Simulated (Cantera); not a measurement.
An isothermal, constant-pressure homogeneous reactor starts with CH₄ : N₂ = 1 : 2 (molar parts), at 1875 K and 10.00 Torr.

Cantera simulation using GRI-Mech 3.0 (53 species, 325 reactions); the numbers are that mechanism's predictions, not measurements. GRI-Mech 3.0 stops at C3 and has no aromatics, soot or wall deposition, so with more carbon than oxygen in the feed, carbon stays in small species such as C2H2 where larger ones or solid carbon would form. Radical loss at walls, strong at low pressure, is not modelled.

x: mole fraction; the columns are a selection and need not sum to one.

```tsv
t (s)	x CH₄	x C₂H₂	x HCN	x C₂H₆	x C₂H	x H
0.000200	0.333	1.58e-9	<1e-12	2.65e-8	<1e-12	?
0.000561	0.332	1.34e-7	5.15e-12	4.48e-7	1.75e-12	?
0.00157	0.330	9.83e-6	8.29e-11	5.32e-6	3.55e-10	?
0.00441	0.314	0.000725	3.44e-9	4.39e-5	3.06e-8	?
0.0124	0.197	0.0315	2.41e-7	0.000114	1.17e-6	?
0.0346	0.0691	0.0953	2.00e-6	2.32e-5	3.57e-6	?
0.0971	0.0200	0.117	6.14e-6	2.81e-6	5.35e-6	?
0.272	0.00398	0.123	1.54e-5	1.92e-7	8.37e-6	?
0.763	0.000577	0.125	3.55e-5	6.58e-9	1.26e-5	?
2.14	0.000119	0.125	5.63e-5	3.21e-10	1.38e-5	0.00348
6.00	4.22e-5	0.125	7.32e-5	4.89e-11	1.39e-5	0.00349
```

Q: Complete the blanks.

A: 
- 0.000200, x H: 4.08e-6
- 0.000561, x H: 4.62e-6
- 0.00157, x H: 9.14e-6
- 0.00441, x H: 5.11e-5
- 0.0124, x H: 0.000420
- 0.0346, x H: 0.000922
- 0.0971, x H: 0.00135
- 0.272, x H: 0.00211
- 0.763, x H: 0.00317
